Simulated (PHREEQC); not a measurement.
Dissolve 0.13 mol/kgw CuCl2, 0.2 mol/kgw HNO3 and 0.018 mol/kgw NaCl at 20 °C. Closed to the air; pH follows from the charge balance.

Model: ion-association model, wateq4f.dat, run in PHREEQC.

```
quantity                before     after
--------------------  --------  --------
pH                        0.82      1.10
Cu+2 (mol/kgw)           0.114    0.0599
CuCl+ (mol/kgw)         0.0150   0.00491
CuCl2 (mol/kgw)       0.000715  0.000148
CuOH+ (mol/kgw)        2.79e-9   3.23e-9
SI of Halite (NaCl)      -4.24     -4.79
SI of Tenorite (CuO)     -7.74     -7.36
```

Task: Name the change that produced these shifts.
A. diluted 2-fold with water
B. NaCl from 0.018 to 0.0036 mol/kgw
C. HNO3 from 0.2 to 0.3 mol/kgw
D. diluted 100-fold with water

Result: A, diluted 2-fold with water

Precipitation was switched off in this run.
